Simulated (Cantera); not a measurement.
An adiabatic, constant-pressure homogeneous reactor starts with CO : H2 : CH4 : O2 : N2 = 1 : 0.037 : 0.076 : 0.559 : 2.1 (molar parts), equivalence ratio 1.2, at 1775 K and 4350 Torr. Integrator tolerance rtol = 1e-08.

Computed with Cantera and GRI-Mech 3.0 (53 species, 325 reactions). Above 3000 K some thermodynamic fits are extrapolated.

Problem. What does this change do: pressure from 4350 Torr to 2550 Torr?

Solution. 
```
quantity                                                            before                                    after
---------------------------------  ---------------------------------------  ---------------------------------------
time of steepest temperature rise                                  8.09 µs                                  12.8 µs
temperature at 7.00 s                                               3011 K                                   2965 K
equilibrium temperature                                             3011 K                                   2965 K
x(CO) at 7.00 s                        0.141 (gas-phase equilibrium 0.141)      0.145 (gas-phase equilibrium 0.145)
x(H2) at 7.00 s                    0.00464 (gas-phase equilibrium 0.00464)  0.00487 (gas-phase equilibrium 0.00487)
x(CH4) at 7.00 s                     <1e-12 (gas-phase equilibrium <1e-12)    <1e-12 (gas-phase equilibrium <1e-12)
x(O) at 7.00 s                     0.00817 (gas-phase equilibrium 0.00817)  0.00938 (gas-phase equilibrium 0.00938)
x(C2H) at 7.00 s                     <1e-12 (gas-phase equilibrium <1e-12)    <1e-12 (gas-phase equilibrium <1e-12)
```
